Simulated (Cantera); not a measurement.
Cantera run:

```python
import numpy as np
import cantera as ct

gas_names = [...]  # 140 gases of nasa_gas.yaml made of C, Fe, H, N, O
cond_names = """
    C(gr) C6H6(L) C7H8(L) C8H18(L),n-octa Fe(a) Fe(c) Fe(d) Fe(L) FeC5O5(L) FeO(s) FeO(L) Fe(OH)2(s)
    Fe(OH)3(s) Fe2O3(s) Fe3O4(s) H2O(s) H2O(L)
""".split()


# ... load() reads the species with a 1 bar reference pressure and builds the phases ...
atoms = {
    'Fe2O3': {'Fe': 2, 'O': 3},
    'CH4': {'C': 1, 'H': 4},
    'N2': {'N': 2},
}
top_T = {'C(gr)': 4500, 'Fe2O3(s)': 1830, 'Fe3O4(s)': 1870}  # K; cautious upper limits of use, not melting points


# ... equilibrate(T, P, feed) seeds the gas with the atoms and calls Mixture.equilibrate('TP', solver="vcs", rtol=1e-11, max_steps=5000) ...
results = []
feed = {'Fe2O3': 1, 'CH4': 4.7, 'N2': 2.7}  # mol
P = 250000  # Pa
for T in [1000, 1100, 1200, 1300, 1400, 1500, 1600, 1700, 1800, 1900, 2000, 2100]:
    mix = equilibrate(T, P, feed)
    results.append((T, P, feed, dict(zip(mix.species_names, mix.species_moles))))

top = {s: max(r[3][s] / sum(r[3][g] for g in gas_names) for r in results) for s in gas_names}
cols = sorted((s for s in top if top[s] > 1e-06), key=lambda s: -top[s])[:9]
seen = [c for c in cond_names if any(r[3].get(c, 0) > 1e-12 for r in results)]
print("log10 of partial pressures in bar; condensed amounts in mol")
print(f"{'T/K':>10s}" + "".join(f"{s[:9]:>10s}" for s in cols + seen))
for T, P, feed, n in results:
    ng = sum(n[g] for g in gas_names)
    print(f"{T:10.4g}" + "".join(f"{np.log10(max(n[s] / ng * P / 1e5, 1e-99)):10.3f}" for s in cols)
          + "".join(f"{n.get(c, 0):10.4g}" for c in seen))
```

Output:

```
log10 of partial pressures in bar; condensed amounts in mol
       T/K        H2        N2        CO       CH4       H2O       CO2       HCN         H C2H2,acet     C(gr)     Fe(a)     Fe(c)     Fe(d)     Fe(L)
      1000     0.116    -0.289    -0.514    -0.789    -0.801    -1.273    -5.372    -8.586    -8.827     1.956         2         0         0         0
      1100     0.159    -0.325    -0.360    -1.127    -1.250    -1.775    -4.736    -7.508    -7.717     1.691         2         0         0         0
      1200     0.177    -0.340    -0.318    -1.448    -1.727    -2.359    -4.209    -6.616    -6.812     1.626         0         2         0         0
      1300     0.184    -0.345    -0.307    -1.736    -2.163    -2.901    -3.764    -5.864    -6.055     1.638         0         2         0         0
      1400     0.188    -0.348    -0.305    -1.989    -2.546    -3.375    -3.384    -5.219    -5.411     1.655         0         2         0         0
      1500     0.189    -0.349    -0.304    -2.211    -2.880    -3.786    -3.056    -4.660    -4.855     1.666         0         2         0         0
      1600     0.190    -0.350    -0.304    -2.407    -3.172    -4.144    -2.769    -4.170    -4.370      1.67         0         2         0         0
      1700     0.191    -0.351    -0.304    -2.579    -3.430    -4.458    -2.516    -3.736    -3.944     1.666         0         0         2         0
      1800     0.190    -0.352    -0.304    -2.733    -3.658    -4.735    -2.293    -3.351    -3.566     1.655         0         0         2         0
      1900     0.190    -0.354    -0.304    -2.870    -3.863    -4.981    -2.093    -3.005    -3.228     1.634         0         0         0     1.999
      2000     0.189    -0.356    -0.304    -2.994    -4.046    -5.200    -1.915    -2.694    -2.926     1.602         0         0         0     1.998
      2100     0.187    -0.359    -0.304    -3.107    -4.212    -5.398    -1.755    -2.413    -2.653     1.555         0         0         0     1.994
```

Method: chemical equilibrium by Gibbs-energy minimisation in Cantera with the NASA 1993 tables (ideal gas, pure condensed phases). Iron dissolves carbon and melts from about 1420 K in contact with it, which pure phases cannot show. Condensed phases not in the tables: cementite and carbon dissolved in iron.
